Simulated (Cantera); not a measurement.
Charge: 1 mol B2H6, 3 mol NH3, 0.62 mol H2, equilibrated at 1375 °C and 9.00 Torr.

Cantera equilibrium calculation (NASA polynomials, part measured and part estimated; ideal gas, pure solids and liquids). Candidate condensed phases: B, BN; 15 gas species. The feed counts by its element totals alone. Kinetics and transport are ignored.

Base state: H2 0.941, N2 0.0580, H 0.000789 (mole fractions); condensed: BN(s).

Q: What changes in the equilibrium state with this change: temperature from 1375 °C to 1927 °C?

A: 
```
species       before     after
----------  --------  --------
H2             0.941     0.805
N2            0.0580     0.148
H           0.000789    0.0461
BH2          6.31e-7   0.00107
B              <1e-9  0.000228
BH             <1e-9   2.63e-5
BN(s), mol      2.00     0.107
B(s), mol          0      1.88
```
Mutual solubility and eutectic melting of coexisting phases are not modelled. The tables' values for BH2 are old estimates; treat these amounts as uncertain.

Q: What changes in the equilibrium state with this change: temperature from 1375 °C to 1875 °C?

A: 
```
species       before     after
----------  --------  --------
H2             0.941     0.887
N2            0.0580    0.0766
H           0.000789    0.0358
BH2          6.31e-7  0.000914
B              <1e-9  0.000110
BH             <1e-9   1.56e-5
BN(s), mol      2.00      1.63
B(s), mol          0     0.365
```
Mutual solubility and eutectic melting of coexisting phases are not modelled. The tables' values for BH2 are old estimates; treat these amounts as uncertain.

Q: What changes in the equilibrium state with this change: temperature from 1375 °C to 1975 °C?

A: 
```
species       before     after
----------  --------  --------
H2             0.941     0.787
N2            0.0580     0.151
H           0.000789    0.0596
BH2          6.31e-7   0.00130
B              <1e-9  0.000435
BH             <1e-9   4.30e-5
BN             <1e-9   1.14e-5
BN(s), mol      2.00         0
B(s), mol          0      1.98
```
The tables' values for BH2 are old estimates; treat these amounts as uncertain.
